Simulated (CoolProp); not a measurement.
Aqueous ammonia as a coolant, at -7 °C, 1 atm.

Values from CoolProp's Melinder's fits for secondary coolants.

| mass % | freezing point (°C) | Prandtl number | conductivity (W/(m K)) | cp (kJ/(kg K)) | density (kg/m³) |
|---|---|---|---|---|---|
| 8.8 | -11.6 | 21.9 | 0.490 | 4.228 | 967.4 |
| 11.7 | -16.6 | 23.1 | 0.475 | 4.232 | 958.1 |
| 14.6 | -22.4 | 24.8 | 0.459 | 4.235 | 949.4 |
| 17.5 | -29.3 | 26.6 | 0.444 | 4.238 | 941.1 |
| 20.4 | -37.7 | 28.0 | 0.431 | 4.242 | 933.1 |
| 23.3 | -48.2 | 28.7 | 0.420 | 4.245 | 925.4 |
| 26.2 | -61.3 | 29.0 | 0.411 | 4.251 | 917.9 |
| 29.1 | -78.0 | 30.1 | 0.403 | 4.258 | 910.5 |
